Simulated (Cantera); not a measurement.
Feed: 1 mol n-butane, 14 mol H2, 0.89 mol N2, 0.18 mol O2, held at 0.200 bar.

Equilibrium computed with Cantera from the NASA thermochemical tables; the gas is ideal and each condensed phase is pure. Candidate condensed phases: C, C6H6, C7H8, C8H18, H2O; 136 gas species. Kinetics and transport are ignored. All values below are at 1200 °C.

Base state: H2 0.938, N2 0.0439, CO 0.0178, CH4 0.000516, HCN 0.000177, H 2.74e-5 (mole fractions); condensed: C(graphite).

Task: What changes in the equilibrium state with this change: pressure from 0.200 bar to 1 atm?

Result: 
```json
[
 {"species": "H2", "before": "0.938", "after": "0.935"},
 {"species": "N2", "before": "0.0439", "after": "0.0440"},
 {"species": "CO", "before": "0.0178", "after": "0.0178"},
 {"species": "CH4", "before": "0.000516", "after": "0.00260"},
 {"species": "H2O", "before": "6.98e-6", "after": "3.53e-5"},
 {"species": "NH3", "before": "2.56e-6", "after": "1.29e-5"},
 {"species": "H", "before": "2.74e-5", "after": "1.22e-5"},
 {"species": "C(graphite), mol", "before": "3.63", "after": "3.58"}
]
```
